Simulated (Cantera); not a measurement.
A closed system holds: 1 mol SiC, 0.28 mol O₂, 14 mol H₂, held at 0.240 Pa.

Cantera equilibrium calculation (NASA polynomials, part measured and part estimated; ideal gas, pure solids and liquids). Candidate condensed phases: C, C₆H₆, C₇H₈, C₈H₁₈, H₂O, Si, SiC, SiO₂; 123 gas species. Kinetics and transport are ignored.

### Question
Which condensed phases are stable at each of these points (T (K)): 1300, 1400, 1500, 1600, 1700, 1800, 1900, 2000, 2100, 2200?

### Answer
```
T (K)  condensed phases  Si condensed (%)
-----  ----------------  ----------------
1300             SiC(s)              72.0
1400             SiC(s)              72.0
1500             SiC(s)              71.5
1600             SiC(s)              67.0
1700             SiC(s)              51.3
1800             SiC(s)              41.8
1900        C(graphite)               0.0
2000        C(graphite)               0.0
2100        C(graphite)               0.0
2200        C(graphite)               0.0
```

From 1300 K to 1800 K the condensed part is SiC(s). From 1900 K to 2200 K the condensed part is C(graphite).
